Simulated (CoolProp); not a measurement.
Values from CoolProp's reference Helmholtz-energy equation of state, Wu 2011.

Q: Give the vapour pressure (MPa), vapour density (kg/m³), enthalpy of vaporisation (kJ/kg), vapour viscosity (µPa s) of saturated dimethyl ether at 288.4, 306.2 K.

A: 
| T (K) | p (MPa) | vapour density (kg/m³) | enthalpy of vaporisation (kJ/kg) | vapour viscosity (µPa s) |
|---|---|---|---|---|
| 288.4 | 0.441 | 9.39 | 414 | 9.06 |
| 306.2 | 0.740 | 15.5 | 388 | 9.58 |

Viscosity comes from a separate model (Meng 2012).
